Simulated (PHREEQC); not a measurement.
Arsenic or selenium liquor: an equilibrium model

Make-up at 35 °C: 0.0038 mol/kgw Na2SeO4 and 0.0043 mol/kgw H2SO4. Closed to the air; pH follows from the charge balance.

Equilibrium calculation in PHREEQC: ion-association model, wateq4f.dat.

This is a speciation only: nothing precipitates in the calculation.

Task: Estimate the pH, ionic strength.

Result: pH 2.24; ionic strength 0.0200 mol/kgw.

Task: In which forms is S present?

Result: SO4-2 67 %, HSO4- 31 %, NaSO4- 1.5 % of the S.

Complexes and solids missing from the database can't appear.
